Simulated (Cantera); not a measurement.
Mixture: H₂ : O₂ : N₂ = 1 : 0.649 : 2.44 (molar parts), at 10.0 bar, adiabatic and at constant pressure. Ignition delay is the time to a rise of 400 K.

Cantera simulation using GRI-Mech 3.0 (53 species, 325 reactions); the numbers are that mechanism's predictions, not measurements. The hydrogen kinetics of GRI-Mech 3.0 are dated; newer H2 mechanisms differ, most at raised pressure. Where the delays flatten at high temperature, the 400 K rule measures the pace of heat release, not the induction time.

Problem. Predict: delay at 1350 K; delay at 1425 K; delay at 1500 K; delay at 1575 K; delay at 1650 K; apparent activation energy between 1500 and 1650 K.

Solution. 
```
Item                                                    Value
--------------------------------------------------  ---------
delay at 1350 K                                       3.23 µs
delay at 1425 K                                       2.07 µs
delay at 1500 K                                       1.50 µs
delay at 1575 K                                       1.16 µs
delay at 1650 K                                      0.948 µs
apparent activation energy between 1500 and 1650 K  63 kJ/mol
```
